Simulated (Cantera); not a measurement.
An isothermal, constant-pressure homogeneous reactor starts with 5.21 % H₂, 6.77 % O₂, 88.0 % N₂, at 998 K and 97.5 Torr.

Model: the H2/O2 subset of GRI-Mech 3.0, which has no nitrogen chemistry, integrated in Cantera. Radical loss at walls, strong at low pressure, is not modelled. The temperature is held fixed by assumption; the heat of reaction is taken as removed at once.

x: mole fraction; the columns are a selection and need not sum to one.

```tsv
t (s)	x H₂	x O₂	x HO₂	x H₂O₂	x O
2.00e-6	0.0521	0.0677	<1e-12	<1e-12	<1e-12
7.97e-6	0.0521	0.0677	2.53e-12	<1e-12	<1e-12
3.17e-5	0.0521	0.0677	1.02e-11	<1e-12	<1e-12
0.000126	0.0521	0.0677	4.22e-11	<1e-12	7.67e-12
0.000503	0.0521	0.0677	2.50e-10	<1e-12	1.69e-10
0.00200	0.0521	0.0677	9.96e-7	…	1.78e-6
0.00798	0.000919	0.0430	4.72e-6	…	0.000425
0.0318	5.65e-5	0.0428	1.34e-6	…	1.40e-5
0.127	4.12e-6	0.0428	1.74e-7	…	1.09e-6
0.504	2.00e-7	0.0428	1.76e-8	…	1.16e-7
2.01	1.46e-8	0.0428	2.70e-9	…	1.89e-8
8.00	2.57e-9	0.0428	5.89e-10	4.78e-10	4.07e-9
```

**Question.** Fill in the missing entries.

**Answer.** 
- 0.00200, x H₂O₂: 1.04e-9
- 0.00798, x H₂O₂: 4.82e-7
- 0.0318, x H₂O₂: 2.18e-7
- 0.127, x H₂O₂: 5.55e-8
- 0.504, x H₂O₂: 1.02e-8
- 2.01, x H₂O₂: 2.04e-9
